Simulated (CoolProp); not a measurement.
A single-stage vapour-compression cycle with the fluid: evaporating at 305.15 K (dew point), condensing at 337.15 K (bubble point), superheat 2 K, subcooling 2 K, compressor efficiency 0.9, no pressure losses. The same conditions are run with several fluids, on thermodynamics alone (safety and materials aside).

Model: reference Helmholtz-energy equation of state of each fluid (1,2-dichloroethane: Thol 2015; n-perfluorohexane: Gao 2022; isobutene: Lemmon 2005; R407C: Lemmon 2003; CH2F2 (R32): Tillner-Roth 1997; R1132(E): Akasaka 2024), in CoolProp. Blends and air are pseudo-pure fits.

| fluid | cooling COP | pressure ratio | discharge temperature (K) | refrigerating effect (kJ/kg) | volumetric capacity (kJ/m³) |
|---|---|---|---|---|---|
| 1,2-dichloroethane | 8.03 | 3.62 | 353.7 | 313 | 178 |
| n-perfluorohexane | 6.76 | 3.21 | 337.1 | 60.5 | 327 |
| isobutene | 7.38 | 2.29 | 338.2 | 279 | 2550 |
| R407C | 5.49 | 2.43 | 354.3 | 126 | 6690 |
| CH2F2 (R32) | 6.17 | 2.11 | 361.6 | 192 | 10900 |
| R1132(E) | 5.85 | 2.06 | 352.8 | 139 | 9320 |

The compression ends wet for: n-perfluorohexane.
